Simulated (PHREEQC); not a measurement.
Dissolve 0.00036 mol H2SO4 and 0.0036 mol MnSO4 per kg of water at 25 °C. Closed to the air; pH follows from the charge balance.

Equilibrium calculation in PHREEQC: ion-association model, phreeqc.dat.

Precipitation was switched off in this run.

Task: Predict the pH, specific conductance.

Result: pH 3.27; specific conductance 891 µS/cm.

Task: In which forms is Mn present?

Result: Mn+2 81 %, MnSO4 19 % of the Mn.

Complexes and solids missing from the database can't appear.
